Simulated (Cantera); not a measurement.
Predominance diagram of Cr at 1750 K against the partial pressures of O₂ and N₂ (log10, bar). Standard-state values (1 bar) from the NASA 1993 polynomials, evaluated with Cantera. Candidates: Cr(s), CrN(s), Cr₂N(s), Cr₂O₃(s). Only these pure phases compete in this equilibrium. 

Which phase is stable at these pairs, and which metal-bearing vapour leads over it? (-14, -10.2); (-7, -0.8); (-11.4, -5.1); (-5.2, -2.5); (-7, -10.2); (-8.8, -3.4); (-13.1, -1.7)


```csv
log p(O₂),log p(N₂),phase,chief vapour,log p (bar)
-14,-10.2,Cr(s),Cr,-4.3
-7,-0.8,Cr₂O₃(s),CrO₂,-8.0
-11.4,-5.1,Cr₂O₃(s),Cr,-5.9
-5.2,-2.5,Cr₂O₃(s),CrO₂,-7.6
-7,-10.2,Cr₂O₃(s),CrO₂,-8.0
-8.8,-3.4,Cr₂O₃(s),Cr,-7.9
-13.1,-1.7,Cr₂O₃(s),Cr,-4.7
```
